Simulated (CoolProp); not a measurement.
The fluid at 298.15 K and 2.33 MPa (gas) is heated at constant pressure to 444.8 K. The same conditions are run with several fluids, on thermodynamics alone (safety and materials aside).

Computed with CoolProp (reference Helmholtz-energy equation of state of each fluid (hydrogen chloride: Thol 2018; ethane: Bücker 2006; nitrous oxide: Lemmon 2006; CF4 (R14): Platzer 1990)). The equations of Platzer and Polt are older, rougher fits.

```
fluid              heat (kJ/kg)  final density (kg/m³)
-----------------  ------------  ---------------------
hydrogen chloride           138                   23.9
ethane                      333                   19.9
nitrous oxide               153                   28.6
CF4 (R14)                   120                   55.9
```
